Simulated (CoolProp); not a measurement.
Vapour pressure (bar) of CH3F (R41): the reference equation beside estimates from Tc = 44.1 °C, pc = 59.06 bar, ω = 0.200.

Values from CoolProp's reference Helmholtz-energy equation of state, Lemmon 2006. It is a short technical equation, of lower accuracy than the large ones.

```tsv
T (°C)	reference	van der Waals	Soave-Redlich-Kwong	Peng-Robinson
-80.75	0.8864	5.453	0.8503	0.8665
-72.25	1.402	6.953	1.365	1.380
-63.75	2.129	8.708	2.097	2.107
-55.25	3.120	10.73	3.105	3.102
-46.75	4.432	___	4.448	4.425
-38.25	___	15.66	6.192	6.142
-29.65	___	18.63	8.437	8.350
-21.15	10.97	21.90	11.20	___
-12.65	14.25	25.50	14.59	14.41
-4.15	18.20	29.46	___	18.44
4.35	___	33.78	23.53	23.26
12.85	28.51	38.47	29.25	28.95
21.35	35.09	43.54	35.91	35.61
29.85	42.81	49.00	43.60	43.35
38.35	51.88	54.85	52.40	52.27
```

Complete the blanks.


- -46.75, van der Waals: 13.05
- -38.25, reference: 6.127
- -29.65, reference: 8.301
- -21.15, Peng-Robinson: 11.07
- -4.15, Soave-Redlich-Kwong: 18.67
- 4.35, reference: 22.92

Absolute difference from the reference over all 15 rows, mean and median: van der Waals 153.7 and 99.6 %, Soave-Redlich-Kwong 2.0 and 2.1 %, Peng-Robinson 1.1 and 1.1 %.
